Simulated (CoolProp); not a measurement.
Nitrous oxide at 293.15 K and 2.49 MPa is throttled through a valve to 1.72 MPa with no heat exchange. Each further row changes one setting.

Model: reference Helmholtz-energy equation of state, Lemmon 2006, in CoolProp. It is a short technical equation, of lower accuracy than the large ones.

```json
[
 {"case": "as stated", "temperature change (K)": "-9.5", "final density (kg/m³)": "36.4"},
 {"case": "outlet pressure 0.516 MPa", "temperature change (K)": "-25.9", "final density (kg/m³)": "10.7"},
 {"case": "outlet pressure 2.24 MPa", "temperature change (K)": "-3.0", "final density (kg/m³)": "47.9"}
]
```
